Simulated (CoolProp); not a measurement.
Vapour-liquid equilibrium of R113 (1) + n-heptane (2) at 340.4 K; x and y are mole fractions of (1).

The numbers come from the multi-fluid Helmholtz-energy mixture model, Marx 1992 and Span 2003; pair parameters Bell 2016 in CoolProp.

```tsv
x	bubble pressure (MPa)	y at the bubble point	dew pressure at overall composition x (MPa)	liquid density (mol/L)
0.05	0.04638	0.243	0.03836	6.473
0.15	0.06500	[?]	0.04215	6.589
0.25	0.08242	0.652	0.04675	6.709
0.35	0.09856	0.741	[?]	6.833
0.45	0.1135	0.804	0.05971	6.961
0.55	[?]	0.851	0.06921	[?]
0.65	0.1406	0.889	0.08213	7.233
0.75	0.1535	[?]	0.1004	[?]
0.85	0.1663	0.954	0.1272	[?]
0.95	0.1794	0.984	0.1646	7.697
```

Problem. Fill in the missing entries.

Solution. 
- 0.15, y at the bubble point: 0.509
- 0.35, dew pressure at overall composition x (MPa): 0.05245
- 0.55, bubble pressure (MPa): 0.1274
- 0.55, liquid density (mol/L): 7.094
- 0.75, y at the bubble point: 0.923
- 0.75, liquid density (mol/L): 7.380
- 0.85, liquid density (mol/L): 7.534

No azeotrope shows between x = 0.05 and 0.95.

The pair parameters rest on a limited set of measurements; away from them the model extrapolates.
